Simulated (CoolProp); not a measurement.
A single-stage vapour-compression cycle with R141b: evaporating at 274.15 K (dew point), condensing at 338.15 K (bubble point), superheat 0 K, subcooling 5 K, compressor efficiency 0.85, no pressure losses. Each further row changes one setting.

Computed with CoolProp (reference Helmholtz-energy equation of state, Lemmon 2006). It is a short technical equation, of lower accuracy than the large ones.

| case | cooling COP | pressure ratio | discharge temperature (K) | refrigerating effect (kJ/kg) | volumetric capacity (kJ/m³) |
|---|---|---|---|---|---|
| as stated | 3.01 | 9.64 | 352.2 | 168 | 258 |
| evaporating temperature 279.15 K | 3.39 | 7.73 | 350.0 | 172 | 324 |
| condensing temperature 333.15 K | 3.34 | 8.37 | 347.0 | 174 | 268 |
| subcooling 10 K | 3.11 | 9.64 | 352.2 | 174 | 268 |
| superheat 10 K | 3.02 | 9.64 | 363.0 | 176 | 260 |
| compressor efficiency 0.75 | 2.65 | 9.64 | 360.6 | 168 | 258 |
